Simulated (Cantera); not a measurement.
An adiabatic, constant-pressure homogeneous reactor starts with CH4 : CO : O2 : N2 : H2O = 1 : 0.042 : 1.55 : 5.85 : 1.4 (molar parts), at 1500 K and 150000 Pa.

Model: GRI-Mech 3.0 (53 species, 325 reactions), integrated in Cantera.

x: mole fraction; the columns are a selection and need not sum to one.

```
t (s)     T (K)   x CH4     x CO     x O2      x H     x H2     x N2O      x NO
--------  -----  ------  -------  -------  -------  -------  --------  --------
2.00e-6    1500   0.102  0.00427    0.157  1.49e-8  8.24e-8    <1e-12    <1e-12
6.32e-6    1500   0.102  0.00427    0.157  1.65e-8  2.98e-7  1.29e-12    <1e-12
2.00e-5    1500   0.102  0.00427    0.157  2.19e-8  1.13e-6  9.69e-12    <1e-12
6.32e-5    1500   0.102  0.00427    0.157        …        …  6.44e-11    <1e-12
0.000200   1500   0.101  0.00427    0.157  1.38e-7  4.35e-5  3.10e-10    <1e-12
0.000632   1507  0.0992  0.00454    0.156        …        …         …  1.96e-12
0.00200    2638  <1e-12   0.0529  0.00288  0.00794   0.0464   1.33e-7  0.000493
0.00632    2632  <1e-12   0.0532  0.00263  0.00778   0.0471   1.46e-7   0.00223
0.0200     2630  <1e-12   0.0533  0.00257  0.00774   0.0472   1.54e-7   0.00267
0.0632     2630  <1e-12   0.0533  0.00257  0.00774   0.0472   1.54e-7   0.00267
0.200      2630  <1e-12   0.0533  0.00257  0.00774   0.0472   1.54e-7   0.00267
```

Problem. What belongs in the gaps?

Solution. 
- 6.32e-5, x H: 4.26e-8
- 6.32e-5, x H2: 5.50e-6
- 0.000632, x H: 7.28e-7
- 0.000632, x H2: 0.000556
- 0.000632, x N2O: 2.24e-9
